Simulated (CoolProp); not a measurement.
Properties of ethanol at several states.

The numbers come from the reference Helmholtz-energy equation of state, Schroeder 2014 in CoolProp.

| T (K) | p (MPa) | phase | speed of sound (m/s) | Joule-Thomson coefficient (K/MPa) | viscosity (µPa s) | fugacity coefficient |
|---|---|---|---|---|---|---|
| 346.7 | 0.169 | liquid | 983.3 | -0.2554 | [?] | 0.4804 |
| 364.5 | 5.27 | liquid | [?] | [?] | 383 | [?] |
| 582.1 | 0.03 | gas | 337.4 | 5.708 | [?] | 0.9992 |

**Question.** Complete the blanks.

**Answer.** 
- 346.7, viscosity (µPa s): 474
- 364.5, speed of sound (m/s): 967.4
- 364.5, Joule-Thomson coefficient (K/MPa): -0.2252
- 364.5, fugacity coefficient: 0.03339
- 582.1, viscosity (µPa s): 17.0

Viscosity comes from a separate model (Kiselev 2005).
